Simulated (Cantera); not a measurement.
What does this Cantera script print?

```python
import numpy as np
import cantera as ct

gas_names = """
    H HO2 H2 H2O H2O2 O OH O2 O3 Pb PbO Pb2
""".split()
cond_names = """
    H2O(s) H2O(L) Pb(cr) Pb(L) PbO(rd) PbO(yw) PbO(L) PbO2(s) Pb3O4(s)
""".split()


def load(file, names, dense=False):
    # The tables refer to 1 bar. Condensed volumes are neglected.
    table = {s.name: s for s in ct.Species.list_from_file(file)}
    out = []
    for n in names:
        d = dict(table[n].input_data)
        d["thermo"] = dict(d["thermo"], **{"reference-pressure": 1e5})
        if dense:
            d["equation-of-state"] = {"model": "constant-volume", "density": "1e6 g/cm^3"}
        out.append(ct.Species.from_dict(d))
    return out


gas = ct.Solution(thermo="ideal-gas", species=load("nasa_gas.yaml", gas_names))
cond = {s.name: ct.Solution(thermo="fixed-stoichiometry", species=[s], name=s.name)
        for s in load("nasa_condensed.yaml", cond_names, dense=True)}
atoms = {
    'PbO': {'Pb': 1, 'O': 1},
    'H2': {'H': 2},
    'H2O': {'H': 2, 'O': 1},
}
top_T = {'Pb3O4(s)': 820}  # K; cautious upper limits of use, not melting points


def equilibrate(T, P, feed):
    n = {}
    for name, mol in feed.items():
        for a, k in atoms[name].items():
            n[a] = n.get(a, 0.0) + k * mol
    gas.TPX = T, P, n
    mass = sum(n.values()) * gas.mean_molecular_weight
    gas.equilibrate("TP")
    valid = [c for c in cond.values() if c.min_temp <= T <= top_T.get(c.name, c.max_temp)]
    mix = ct.Mixture([(gas, mass / gas.mean_molecular_weight)] + [(c, 0.0) for c in valid])
    mix.T, mix.P = T, P
    mix.equilibrate("TP", solver="vcs", rtol=1e-11, max_steps=5000)
    return mix


results = []
feed = {'PbO': 1, 'H2': 3.7, 'H2O': 0.47}  # mol
T = 1723.15  # K
for P in [10, 68, 460, 3200, 22000, 150000, 1000000]:
    mix = equilibrate(T, P, feed)
    results.append((T, P, feed, dict(zip(mix.species_names, mix.species_moles))))

top = {s: max(r[3][s] / sum(r[3][g] for g in gas_names) for r in results) for s in gas_names}
cols = sorted((s for s in top if top[s] > 0.0001), key=lambda s: -top[s])[:8]
seen = [c for c in cond_names if any(r[3].get(c, 0) > 1e-12 for r in results)]
print("log10 of partial pressures in bar; condensed amounts in mol")
print(f"{'P/Pa':>10s}" + "".join(f"{s[:9]:>10s}" for s in cols + seen))
for T, P, feed, n in results:
    ng = sum(n[g] for g in gas_names)
    print(f"{P:10.4g}" + "".join(f"{np.log10(max(n[s] / ng * P / 1e5, 1e-99)):10.3f}" for s in cols)
          + "".join(f"{n.get(c, 0):10.4g}" for c in seen))
```

Result:

```
log10 of partial pressures in bar; condensed amounts in mol
      P/Pa        H2       H2O        Pb         H        OH       Pb2       PbO     Pb(L)
        10    -4.290    -4.550    -4.717    -5.884    -7.404   -11.481    -7.836         0
        68    -3.453    -3.715    -3.882    -5.465    -6.988    -9.812    -7.005         0
       460    -2.620    -2.884    -3.052    -5.049    -6.573    -8.150    -6.175         0
      3200    -1.777    -2.041    -2.209    -4.627    -6.152    -6.465    -5.333         0
   2.2e+04    -0.940    -1.204    -1.372    -4.208    -5.734    -4.791    -4.496         0
   1.5e+05    -0.061    -0.326    -0.799    -3.769    -5.294    -3.645    -3.923     0.504
     1e+06     0.804     0.540    -0.799    -3.336    -4.861    -3.645    -3.923    0.9324
```

Method: chemical equilibrium by Gibbs-energy minimisation in Cantera with the NASA 1993 tables (ideal gas, pure condensed phases). Gases not in the tables: (PbO)n polymers.
